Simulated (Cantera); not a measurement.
An isothermal, constant-pressure homogeneous reactor starts with N2O = 1 (molar parts), at 1523 K and 1130 Torr.

Computed with Cantera and GRI-Mech 3.0 (53 species, 325 reactions). GRI-Mech 3.0 was tuned for natural gas; its chemistry of N2O as a main component is partial and can be far from experiment. The temperature is held fixed by assumption; the heat of reaction is taken as removed at once.

One state of this run: x N2O = 5.66e-6; x O2 = 0.269; x NO2 = 0.000879; x NO = 0.127; x N2 = 0.603; x O = 2.36e-6. x: mole fraction; the columns are a selection and need not sum to one.

Which value of t (s) does it belong to?
A. 0.000949
B. 9.49
C. 0.00949
D. 0.0949

B, 9.49
